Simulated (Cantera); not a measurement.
Low-pressure radical oxidation in H2/O2

A perfectly stirred reactor is fed with 9.21 % H2, 65.8 % O2, 25.0 % N2, equivalence ratio 0.070, at 250 Pa; it is held at 1423 K, and followed from long to short residence time.

Computed with Cantera and GRI-Mech 3.0 (53 species, 325 reactions). Radical loss at walls, strong at low pressure, is not modelled. The temperature is held fixed by assumption; the heat of reaction is taken as removed at once.

```
τ (s)      x H2   x O2     x NO     x H     x N2O    x HO2     x NO2
------  -------  -----  -------  ------  --------  -------  --------
0.68    0.00254  0.604  9.11e-7  0.0122  5.96e-10  4.44e-7  3.42e-12
0.34    0.00293  0.598  6.39e-7  0.0151  5.51e-10  4.51e-7  2.17e-12
0.17    0.00327  0.594  3.90e-7  0.0172  5.19e-10  4.54e-7  1.24e-12
0.082   0.00367  0.592  2.10e-7  0.0186  4.89e-10  4.56e-7    <1e-12
0.041   0.00427  0.592  1.10e-7  0.0194  4.52e-10  4.58e-7    <1e-12
0.020   0.00540  0.592  5.43e-8  0.0201  3.95e-10  4.60e-7    <1e-12
0.010   0.00748  0.594  2.64e-8  0.0206  3.17e-10  4.62e-7    <1e-12
0.0050   0.0114  0.598  1.21e-8  0.0208  2.24e-10  4.61e-7    <1e-12
0.0025   0.0185  0.605  4.99e-9  0.0203  1.32e-10  4.52e-7    <1e-12
0.0012   0.0322  0.616  1.54e-9  0.0176  5.88e-11  4.23e-7    <1e-12
```
x: mole fraction; the columns are a selection and need not sum to one.
